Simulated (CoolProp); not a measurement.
Carbon monoxide along the isobar 9.89 MPa: density (kg/m³) from the reference equation and from simpler models built on Tc = 132.9 K, pc = 3.498 MPa, ω = 0.050; each cubic takes its own stable root.

Values from CoolProp's reference Helmholtz-energy equation of state, Lemmon 2006. It is a short technical equation, of lower accuracy than the large ones.

| T (K) | phase | reference |
|---|---|---|
| 80.7 | liquid | 818.5 |
| 107.3 | liquid | 709.6 |
| 133.8 | supercritical | 571.2 |
| 160.3 | supercritical | 376.2 |
| 186.9 | supercritical | 239.1 |
| 213.4 | supercritical | 181.7 |
| 239.9 | supercritical | 150.3 |
| 266.5 | supercritical | 129.6 |
| 293 | supercritical | 114.8 |
| 319.6 | supercritical | 103.5 |
| 346.1 | supercritical | 94.43 |
| 372.6 | supercritical | 87.01 |

Problem. How far does each simpler model (van der Waals, Redlich-Kwong, Soave-Redlich-Kwong, Peng-Robinson) lie from the reference over these 12 states: mean and median of the absolute difference, and the worst?

Solution. 
- van der Waals: mean 10.8 %, median 6.5 %, worst -29.9 % at 80.7 K and 9.89 MPa
- Redlich-Kwong: mean 1.7 %, median 1.6 %, worst -3.8 % at 160.3 K and 9.89 MPa
- Soave-Redlich-Kwong: mean 2.2 %, median 1.6 %, worst -6.3 % at 160.3 K and 9.89 MPa
- Peng-Robinson: mean 3.9 %, median 2.0 %, worst +12.9 % at 80.7 K and 9.89 MPa
